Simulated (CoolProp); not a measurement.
Vapour-liquid equilibrium of R114 (1) + benzene (2) at 96.65 °C; x and y are mole fractions of (1).

Model: multi-fluid Helmholtz-energy mixture model, Platzer 1990 and Thol 2012; pair parameters Bell 2016, in CoolProp. This equation is an older, rougher fit; its heat capacities, sound speeds and derivatives of the liquid may be far off and weren't checked against measurements.

### Question
Give the bubble pressure and the first vapour's composition at x = 0.05, 0.35, 0.65. Is there an azeotrope?

### Answer
x = 0.05: 0.2895 MPa, y = 0.440; x = 0.35: 0.7365 MPa, y = 0.807; x = 0.65: 0.9905 MPa, y = 0.890. No azeotrope shows between x = 0.05 and 0.95.

The pair parameters rest on a limited set of measurements; away from them the model extrapolates.
